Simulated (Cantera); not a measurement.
A Cantera script and what it prints.

```python
import numpy as np
import cantera as ct

gas_names = """
    AL ALCL ALCL2 ALCL3 ALH ALO ALOCL ALOH ALO2 ALO2H AL2 AL2CL6 AL2O AL2O2 CL CLO CL2 H HALO HCL HOCL
    HO2 H2 H2O H2O2 O OH O2 O3
""".split()
cond_names = """
    AL(cr) AL(L) ALCL3(s) ALCL3(L) AL2O3(a) AL2O3(L) H2O(s) H2O(L)
""".split()


# ... load() reads the species with a 1 bar reference pressure and builds the phases ...
atoms = {
    'AlCl3': {'AL': 1, 'CL': 3},
    'O2': {'O': 2},
    'H2': {'H': 2},
    'H2O': {'H': 2, 'O': 1},
}
top_T = {}  # K; cautious upper limits of use, not melting points


# ... equilibrate(T, P, feed) seeds the gas with the atoms and calls Mixture.equilibrate('TP', solver="vcs", rtol=1e-11, max_steps=5000) ...
results = []
feed = {'AlCl3': 1, 'O2': 5.4, 'H2': 340, 'H2O': 0.76}  # mol
T = 1275  # K
P = 690  # Pa
mix = equilibrate(T, P, feed)
results.append((T, P, feed, dict(zip(mix.species_names, mix.species_moles))))
x = sorted(zip(gas.X, gas.species_names), reverse=True)
print(f"T = {T:g} K  P = {P:g} Pa  gas = {mix.phase_moles(0):.4g} mol")
print("   x: " + "  ".join(f"{s} {v:.3e}" for v, s in x if v > 1e-06))
print("   condensed (mol): " + ("  ".join(f"{mix.phase(i).name} {mix.phase_moles(i):.4g}"
      for i in range(1, mix.n_phases) if mix.phase_moles(i) > 1e-12) or "none"))
```

It prints:

```
T = 1275 K  P = 690 Pa  gas = 342.3 mol
   x: H2 9.618e-01  H2O 2.939e-02  HCL 8.765e-03  H 8.703e-06
   condensed (mol): AL2O3(a) 0.5
```

Method: chemical equilibrium by Gibbs-energy minimisation in Cantera with the NASA 1993 tables (ideal gas, pure condensed phases).
